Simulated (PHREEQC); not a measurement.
Copper plating or etch bath: speciation

A solution holds 4.1 mmol/kgw CuSO4, 160 mmol/kgw NaCl and 5.2 mmol/kgw KHSO4, at 52 °C. Closed to the air; pH follows from the charge balance.

All values are PHREEQC results (ion-association model, phreeqc.dat), not measurements.

Precipitation was switched off in this run.

Question: Predict the pH, activity of water, specific conductance.

Answer: pH 2.51; activity of water 0.994; specific conductance 30200 µS/cm.

Question: In which forms is S present?

Answer: SO4-2 64 %, NaSO4- 17 %, HSO4- 14 %, CuSO4 3.5 %, KSO4- 1.0 % of the S.

Constants without temperature data keep their 25 °C values here.
